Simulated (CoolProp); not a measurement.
Saturation properties of dimethyl carbonate (Tc = 283.9 °C, pc = 4.909 MPa, ω = 0.346).

Model: reference Helmholtz-energy equation of state, Zhou 2011, in CoolProp.

```json
[
 {"T (°C)": "88.25", "p (MPa)": "0.09547", "vapour density (kg/m³)": "2.944", "enthalpy of vaporisation (kJ/kg)": "376.9"},
 {"T (°C)": "98.35", "p (MPa)": "0.1309", "vapour density (kg/m³)": "3.955", "enthalpy of vaporisation (kJ/kg)": "369.8"},
 {"T (°C)": "108.45", "p (MPa)": "0.1759", "vapour density (kg/m³)": "5.220", "enthalpy of vaporisation (kJ/kg)": "362.6"},
 {"T (°C)": "118.55", "p (MPa)": "0.2322", "vapour density (kg/m³)": "6.782", "enthalpy of vaporisation (kJ/kg)": "355.1"},
 {"T (°C)": "128.65", "p (MPa)": "0.3016", "vapour density (kg/m³)": "8.689", "enthalpy of vaporisation (kJ/kg)": "347.3"},
 {"T (°C)": "138.85", "p (MPa)": "0.3869", "vapour density (kg/m³)": "11.02", "enthalpy of vaporisation (kJ/kg)": "339.2"},
 {"T (°C)": "148.95", "p (MPa)": "0.4886", "vapour density (kg/m³)": "13.79", "enthalpy of vaporisation (kJ/kg)": "330.8"},
 {"T (°C)": "159.05", "p (MPa)": "0.6095", "vapour density (kg/m³)": "17.10", "enthalpy of vaporisation (kJ/kg)": "322.0"},
 {"T (°C)": "169.15", "p (MPa)": "0.7519", "vapour density (kg/m³)": "21.03", "enthalpy of vaporisation (kJ/kg)": "312.7"},
 {"T (°C)": "179.25", "p (MPa)": "0.9182", "vapour density (kg/m³)": "25.68", "enthalpy of vaporisation (kJ/kg)": "302.9"},
 {"T (°C)": "189.35", "p (MPa)": "1.111", "vapour density (kg/m³)": "31.18", "enthalpy of vaporisation (kJ/kg)": "292.5"}
]
```

It boils at 90.1 °C under 1 atm.
